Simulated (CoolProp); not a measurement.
Computed with CoolProp (reference Helmholtz-energy equation of state, Lemmon 2009).

**Question.** For propane, give the phase and the cv (kJ/(kg K)), Prandtl number at 185.75 °C and 49.7 kPa; -70.05 °C and 12.5 kPa; 277.05 °C and 14.8 kPa.

**Answer.** 
- 185.75 °C and 49.7 kPa: gas; cv 2.19, Prandtl number 0.738
- -70.05 °C and 12.5 kPa: gas; cv 1.10, Prandtl number 0.784
- 277.05 °C and 14.8 kPa: gas; cv 2.55, Prandtl number 0.718

Viscosity comes from a separate model (Vogel 1998). Thermal conductivity comes from a separate model (Marsh 2002).
